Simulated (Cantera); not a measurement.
Input: 1 mol B₂O₃, 43 mol N₂, 0.9 mol H₂, at 2223 K and 0.930 bar.

These are equilibrium values from Cantera (NASA tables, ideal gas, pure condensed phases), not measurements of a reactor. Candidate condensed phases: B, BN, B₂O₃, B₃O₃H₃, H₂O; 39 gas species. Rates play no part.

Base state: N₂ 0.956, B₂O₃ 0.0156, H₂ 0.0147, HBO₂ 0.00621, HBO 0.00287, BO 0.00187, B₂O₂ 0.00113, H 0.000806 (mole fractions); condensed: gas only.

Task: What changes in the equilibrium state with this change: H₂ from 0.9 to 27 mol?

Result: 
```json
[
 {"species": "N₂", "before": "0.956", "after": "0.604"},
 {"species": "H₂", "before": "0.0147", "after": "0.365"},
 {"species": "HBO", "before": "0.00287", "after": "0.0111"},
 {"species": "B₂O₃", "before": "0.0156", "after": "0.00312"},
 {"species": "H₂O", "before": "0.000355", "after": "0.00293"},
 {"species": "H", "before": "0.000806", "after": "0.00401"},
 {"species": "BO₂", "before": "5.92e-5", "after": "1.53e-5"},
 {"species": "B₂O₂", "before": "0.00113", "after": "0.000677"},
 {"species": "BO", "before": "0.00187", "after": "0.00145"}
]
```
